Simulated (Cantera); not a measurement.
Charge: 1 mol Si2Cl6, 0.48 mol Cl2, 110 mol H2, at 1323 K and 0.0350 bar.

Equilibrium computed with Cantera from the NASA thermochemical tables; the gas is ideal and each condensed phase is pure. Candidate condensed phases: Si; 19 gas species. The feed counts by its element totals alone. The tables' values for SiCl3 are old estimates; treat these amounts as uncertain. The numbers say what is thermodynamically allowed, not how fast it happens.

Task: What is the equilibrium state?

Result: 
```json
{
  "x(H2)": "0.947",
  "x(HCl)": "0.0460",
  "x(SiCl2)": "0.00612",
  "x(SiCl3)": "0.000494",
  "x(SiHCl3)": "0.000228",
  "x(SiCl4)": "0.000218",
  "x(SiH2Cl2)": "3.40e-5",
  "x(H)": "8.25e-6",
  "x(SiH3Cl)": "1.44e-6",
  "n(Si(s))": "1.20 mol",
  "gas_amount": "113.4 mol"
}
```
